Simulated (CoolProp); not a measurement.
Ethylene along the isotherm 49.75 °C: fugacity coefficient from the reference equation and from simpler models built on Tc = 9.2 °C, pc = 50.42 bar, ω = 0.087; each cubic takes its own stable root.

The numbers come from the reference Helmholtz-energy equation of state, Smukala 2000 in CoolProp.

```
p (bar)          phase  reference  van der Waals  Soave-Redlich-Kwong  Peng-Robinson
-------  -------------  ---------  -------------  -------------------  -------------
0.797              gas     0.9965         0.9966               0.9965         0.9959
1.81               gas     0.9921         0.9924               0.9920         0.9908
4.13               gas     0.9819         0.9826               0.9818         0.9791
9.4                gas     0.9591         0.9604               0.9588              ?
21.4               gas     0.9079              ?               0.9075              ?
48.7               gas     0.7959         0.7977                    ?         0.7727
111      supercritical          ?         0.5651               0.5831              ?
252      supercritical          ?         0.4251               0.4164         0.3777
```

**Question.** Fill in the missing entries.

**Answer.** 
- 9.4, Peng-Robinson: 0.9528
- 21.4, van der Waals: 0.9104
- 21.4, Peng-Robinson: 0.8950
- 48.7, Soave-Redlich-Kwong: 0.7963
- 111, reference: 0.5719
- 111, Peng-Robinson: 0.5510
- 252, reference: 0.3924
